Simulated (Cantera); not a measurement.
An isothermal, constant-pressure homogeneous reactor starts with 28.6 % CH4, 71.4 % N2, at 1500 K and 0.0207 atm.

Cantera simulation using GRI-Mech 3.0 (53 species, 325 reactions); the numbers are that mechanism's predictions, not measurements. GRI-Mech 3.0 stops at C3 and has no aromatics, soot or wall deposition, so with more carbon than oxygen in the feed, carbon stays in small species such as C2H2 where larger ones or solid carbon would form. Radical loss at walls, strong at low pressure, is not modelled.

**Question.** Predict: x(CH4) at 200 s; x(C2H) at 200 s; x(C2H6) at 200 s; x(CH2) at 200 s; x(C2H4) at 200 s.

**Answer.** 
| Quantity | Result |
|---|---|
| x(CH4) at 200 s | 0.00214 (gas-phase equilibrium 0.000871) |
| x(C2H) at 200 s | 4.37e-8 (gas-phase equilibrium 2.61e-8) |
| x(C2H6) at 200 s | 2.94e-8 (gas-phase equilibrium 7.75e-9) |
| x(CH2) at 200 s | 1.59e-9 (gas-phase equilibrium 6.57e-10) |
| x(C2H4) at 200 s | 0.000216 (gas-phase equilibrium 0.000129) |
